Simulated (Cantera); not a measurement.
A diamond (100) surface in a fixed gas of H2 with x(CH4) = 0.015, x(H) = 0.0088, x(CH3) = 0.00025, at 1100 K; coverages are run to steady state.

Cantera simulation using the Harris–Goodwin 1993 mechanism for the reconstructed diamond (100) surface; the numbers are that mechanism's predictions, not measurements.

θ: site fractions in the mechanism's names (c6HH fully hydrogenated, c6H* and c6*H radical sites, c6** diradical, c6HM methylated).

```
P (Pa)  growth (µm/h)  θ c6HH  θ c6H*  θ c6*H  θ c6**   θ c6HM
------  -------------  ------  ------  ------  ------  -------
1100             1.14   0.508  0.0277   0.438  0.0180  0.00528
1600             1.94   0.507  0.0276   0.437  0.0180  0.00622
2300                ?   0.507  0.0276   0.437  0.0180        ?
3200                ?   0.506  0.0276   0.436  0.0180  0.00774
4600             7.36   0.506  0.0276   0.436  0.0179  0.00837
6500             11.0   0.505  0.0276   0.436  0.0179  0.00885
9300             16.3   0.505  0.0276   0.435  0.0179  0.00923
13000            23.5   0.505  0.0277   0.435  0.0179  0.00951
```

### Question
Some entries are withheld; supply them.

### Answer

- 2300, growth (µm/h): 3.14
- 2300, θ c6HM: 0.00707
- 3200, growth (µm/h): 4.76
